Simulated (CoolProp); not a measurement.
A single-stage vapour-compression cycle with the fluid: evaporating at 241.15 K (dew point), condensing at 285.15 K (bubble point), superheat 5 K, subcooling 2 K, compressor efficiency 0.8, no pressure losses. The same conditions are run with several fluids, on thermodynamics alone (safety and materials aside).

Model: reference Helmholtz-energy equation of state of each fluid (R236FA: Pan 2012; propylene: Lemmon 2013; R124: de Vries 1995; R152A: Outcalt 1996; R142b: Lemmon 2006; cis-2-butene: Lemmon 2005), in CoolProp.

Task: Rank R236FA, propylene, R124, R152A, R142b, cis-2-butene by cooling COP, highest first.

Result: cis-2-butene (3.84), R142b (3.79), R152A (3.76), R124 (3.72), propylene (3.67), R236FA (3.65)

```csv
fluid,pressure ratio,discharge temperature (K),refrigerating effect (kJ/kg),volumetric capacity (kJ/m³)
R236FA,7.38,295.0,128,225
propylene,4.20,315.6,328,1390
R124,6.23,302.4,133,366
R152A,5.67,324.8,272,635
R142b,6.14,312.2,188,340
cis-2-butene,6.73,317.6,365,207
```
